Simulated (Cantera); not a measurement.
A closed system holds: 1 mol CO₂, 0.039 mol H₂O, equilibrated at 1400 °C and 4.00 bar.

Cantera equilibrium calculation (NASA polynomials, part measured and part estimated; ideal gas, pure solids and liquids). Candidate condensed phases: C, C₆H₆, C₇H₈, C₈H₁₈, H₂O; 110 gas species. The numbers say what is thermodynamically allowed, not how fast it happens.

Base state: CO₂ 0.961, H₂O 0.0375, CO 0.00105, O₂ 0.000524, OH 2.92e-5, H₂ 1.24e-5 (mole fractions); condensed: gas only.

### Question
What changes in the equilibrium state with this change: pressure from 4.00 bar to 0.000330 bar?

### Answer
| species | before | after |
|---|---|---|
| CO₂ | 0.961 | 0.927 |
| H₂O | 0.0375 | 0.0364 |
| CO | 0.00105 | 0.0236 |
| O₂ | 0.000524 | 0.0117 |
| H | 2.01e-7 | 0.000105 |
| O | 3.83e-7 | 0.000199 |
| H₂ | 1.24e-5 | 0.000280 |
| OH | 2.92e-5 | 0.000657 |
